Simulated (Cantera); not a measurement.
What does this Cantera script print?

```python
import numpy as np
import cantera as ct

gas = ct.Solution("gri30.yaml")
gas.TPX = 925, 90000, {'CH3OH': 0.0079, 'O2': 0.0042, 'N2': 1}
reactor = ct.IdealGasConstPressureReactor(gas, energy="off", clone=False)
net = ct.ReactorNet([reactor])
net.rtol, net.atol = 1e-08, 1e-18
show = ['CH3OH', 'O2', 'C2H4', 'C2H', 'CH2CO', 'C2H2', 'C2H6']
times = np.geomspace(2e-05, 100, 10)

steps = ct.SolutionArray(gas, extra=["t"])
rows = []
print(f"{'t/s':>10s}{'T/K':>9s}{'P/Pa':>11s}" + "".join(f"{s:>11s}" for s in show))
for t in times:
    while net.time < t:
        t_next = net.step()
        steps.append(gas.state, t=t_next)
    rows.append([np.interp(t, steps.t, y) for y in (steps.T, steps.P, *steps(*show).X.T)])
    print(f"{t:10.3e}{rows[-1][0]:9.1f}{rows[-1][1]:11.4g}" + "".join(f"{x:11.3e}" for x in rows[-1][2:]))
rate = np.gradient(steps.T, steps.t)
print("integrator steps:", len(steps.t))
if steps.T.max() > steps.T[0] + 200:
    print(f"time of steepest temperature rise: {steps.t[rate.argmax()]:.4e} s")
gas.TPX = 925, 90000, {'CH3OH': 0.0079, 'O2': 0.0042, 'N2': 1}
gas.equilibrate("TP")
print(f"equilibrium (TP): T = {gas.T:.1f} K  " + "  ".join(f"{s} {gas[s].X[0]:.3e}" for s in show))
```

Output:

```
       t/s      T/K       P/Pa      CH3OH         O2       C2H4        C2H      CH2CO       C2H2       C2H6
 2.000e-05    925.0      9e+04  7.806e-03  4.150e-03  5.070e-24  3.094e-40  4.795e-27  9.003e-26  5.997e-24
 1.110e-04    925.0      9e+04  7.806e-03  4.150e-03  1.640e-22  2.460e-39  2.001e-25  6.424e-25  9.942e-22
 6.162e-04    925.0      9e+04  7.806e-03  4.150e-03  5.034e-21  1.438e-38  6.524e-24  3.709e-24  1.455e-19
 3.420e-03    925.0      9e+04  7.806e-03  4.150e-03  1.396e-19  8.077e-38  2.016e-22  2.073e-23  1.078e-17
 1.898e-02    925.0      9e+04  7.806e-03  4.150e-03  1.653e-18  4.498e-37  6.211e-21  1.152e-22  1.660e-16
 1.054e-01    925.0      9e+04  7.806e-03  4.150e-03  1.040e-17  2.512e-36  1.917e-19  6.398e-22  1.075e-15
 5.848e-01    925.0      9e+04  7.806e-03  4.150e-03  5.864e-17  1.746e-35  5.940e-18  3.556e-21  6.076e-15
 3.246e+00    925.0      9e+04  7.805e-03  4.150e-03  3.176e-16  7.815e-34  2.010e-16  1.991e-20  3.251e-14
 1.802e+01    925.0      9e+04  1.193e-08  9.608e-07  8.505e-08  2.510e-20  2.121e-09  2.023e-09  1.708e-08
 1.000e+02    925.0      9e+04  3.212e-12  3.464e-07  8.078e-08  1.961e-20  9.195e-12  3.790e-09  6.170e-09
integrator steps: 2391
equilibrium (TP): T = 925.0 K  CH3OH 3.061e-14  O2 1.259e-23  C2H4 6.856e-15  C2H 3.181e-30  CH2CO 1.301e-15  C2H2 2.234e-16  C2H6 7.232e-16
```

Model: GRI-Mech 3.0 (53 species, 325 reactions), integrated in Cantera. GRI-Mech 3.0 was tuned for natural gas; its chemistry of methanol as a main component is partial and can be far from experiment. Below about 1000 K GRI-Mech 3.0 lacks low-temperature oxidation paths.
